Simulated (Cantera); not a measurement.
A closed system holds: 1 mol SiH₂Cl₂, 0.013 mol Cl₂, 72 mol N₂, equilibrated at 1075 K and 1330 Pa.

Equilibrium computed with Cantera from the NASA thermochemical tables; the gas is ideal and each condensed phase is pure. Candidate condensed phases: NH₄Cl, Si, Si₃N₄; 28 gas species. N₂ is the only nitrogen source here; it is nearly inert below about 1500 K, so the nitride shown seldom forms there in practice. The tables' values for SiCl₃ are old estimates; treat these amounts as uncertain. Rates play no part.

Q: What is the equilibrium state?

A: 
```json
{
  "x(N₂)": "0.974",
  "x(HCl)": "0.0216",
  "x(H₂)": "0.00284",
  "x(SiCl₄)": "0.00149",
  "x(SiCl₃)": "1.69e-5",
  "x(SiCl₂)": "3.02e-6",
  "x(SiHCl₃)": "2.43e-6",
  "n(Si₃N₄(s))": "0.296 mol",
  "gas_amount": "73.31 mol",
  "log10 activity of Si(s) (absent)": "-5.03"
}
```
